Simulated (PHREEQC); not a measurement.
Solution (25 °C): 0.26 mol FeCl2 and 0.00018 mol KOH per kg of water. Closed to the air; pH follows from the charge balance.

Model: ion-association model, phreeqc.dat, run in PHREEQC.

Q: The ionic strength comes out as 0.721 mol/kgw. What activity coefficients do Cl-, FeCl+, FeOH+, K+, Fe+2 get?

A: Cl- 0.63, FeCl+ 0.75, FeOH+ 0.66, K+ 0.62, Fe+2 0.22.

This is a speciation only: nothing precipitates in the calculation. Ionic strength above about 0.7 mol/kgw puts this run outside the model's range. Species that the database lacks are ignored.
